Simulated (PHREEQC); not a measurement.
Consider water at 25 °C with 12 mmol/kgw H3PO4, 0.034 mmol/kgw H2SO4 and 0.0012 mmol/kgw H4SiO4. Closed to the air; pH follows from the charge balance.

The numbers come from PHREEQC with the ion-association model, wateq4f.dat.

Problem. The ionic strength comes out as 0.00664 mol/kgw. What activity coefficients do SO4-2, H2PO4-, HSO4-, H+ get?

Solution. SO4-2 0.71, H2PO4- 0.92, HSO4- 0.92, H+ 0.93.

Precipitation was switched off in this run. Complexes and solids missing from the database can't appear. H3PO4, which wateq4f.dat lacks, is added to it with the constant of phreeqc.dat.
